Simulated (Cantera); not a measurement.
# Equilibrium for abatement and gas-phase synthesis: S + O2 + H2 + H2O

A closed system holds: 1 mol S, 0.25 mol O2, 0.45 mol H2, 2 mol H2O, held at 2.70 Torr.

Cantera equilibrium calculation (NASA polynomials, part measured and part estimated; ideal gas, pure solids and liquids). Candidate condensed phases: H2O, H2SO4, S; 19 gas species. Gases not in the tables: S3 to S7. Rates play no part.

| T (K) | x H2O | x H2S | x S2 | x SO2 | x H2 | x S8 | x S2O | x SH |
|---|---|---|---|---|---|---|---|---|
| 598 | 0.738 | 0.140 | 0.0337 | 0.0787 | 7.13e-5 | 0.00896 | 0.000436 | 2.99e-9 |
| 623 | 0.713 | 0.149 | 0.0517 | 0.0832 | 0.000125 | 0.00191 | 0.000598 | 8.97e-9 |
| 648 | 0.713 | 0.144 | 0.0613 | 0.0806 | 0.000213 | 0.000188 | 0.000648 | 2.23e-8 |
| 673 | 0.719 | 0.136 | 0.0675 | 0.0766 | 0.000352 | 1.74e-5 | 0.000661 | 5.05e-8 |
| 698 | 0.725 | 0.128 | 0.0731 | 0.0727 | 0.000561 | 1.83e-6 | 0.000665 | 1.07e-7 |
| 723 | 0.730 | 0.121 | 0.0782 | 0.0692 | 0.000867 | 2.21e-7 | 0.000666 | 2.15e-7 |
| 748 | 0.735 | 0.114 | 0.0829 | 0.0660 | 0.00130 | 3.03e-8 | 0.000665 | 4.12e-7 |
| 773 | 0.739 | 0.108 | 0.0872 | 0.0631 | 0.00190 | 4.66e-9 | 0.000661 | 7.54e-7 |
| 798 | 0.743 | 0.102 | 0.0911 | 0.0606 | 0.00271 | 8.01e-10 | 0.000657 | 1.33e-6 |
| 823 | 0.746 | 0.0963 | 0.0948 | 0.0583 | 0.00379 | 1.52e-10 | 0.000651 | 2.25e-6 |
| 848 | 0.749 | 0.0911 | 0.0980 | 0.0564 | 0.00517 | 3.16e-11 | 0.000646 | 3.69e-6 |
| 873 | 0.750 | 0.0861 | 0.101 | 0.0548 | 0.00693 | 7.15e-12 | 0.000641 | 5.87e-6 |
| 898 | 0.752 | 0.0814 | 0.104 | 0.0535 | 0.00910 | 1.75e-12 | 0.000637 | 9.08e-6 |
| 923 | 0.752 | 0.0769 | 0.106 | 0.0526 | 0.0118 | <1e-12 | 0.000633 | 1.37e-5 |
x: gas mole fraction; nothing condenses.

From 598 K to 923 K nothing is condensed.
